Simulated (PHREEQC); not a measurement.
## Copper plating or etch bath: an equilibrium model

Dissolve 0.029 mol/kgw Cu(BF4)2 and 0.0018 mol/kgw H2SO4 at 80 °C. Closed to the air; pH follows from the charge balance.

Model: ion-association model, wateq4f.dat, run in PHREEQC.

```json
{
 "pH": "2.62",
 "ionic_strength": "0.0872 mol/kgw",
 "total_alkalinity": "-178 meq/kg"
}
```

```
species    molality  activity   log γ
---------  --------  --------  ------
BF4-         0.0496    0.0363  -0.135
Cu+2         0.0276    0.0105  -0.422
HF           0.0168    0.0171   0.009
BF3OH-      0.00334   0.00245  -0.135
H3BO3       0.00325   0.00332   0.009
H+          0.00294   0.00240  -0.089
F-          0.00215   0.00161  -0.125
BF2(OH)2-   0.00184   0.00135  -0.135
CuSO4      0.000745  0.000760   0.009
SO4-2      0.000733  0.000258  -0.453
CuF+       0.000612  0.000469  -0.115
HSO4-      0.000322  0.000246  -0.116
HF2-       0.000158  0.000118  -0.125
```

This is a speciation only: nothing precipitates in the calculation. At this temperature some constants are extrapolated from 25 °C, and those without enthalpy data are left unchanged. Real BF4- forms and hydrolyses slowly; the run takes it at equilibrium.
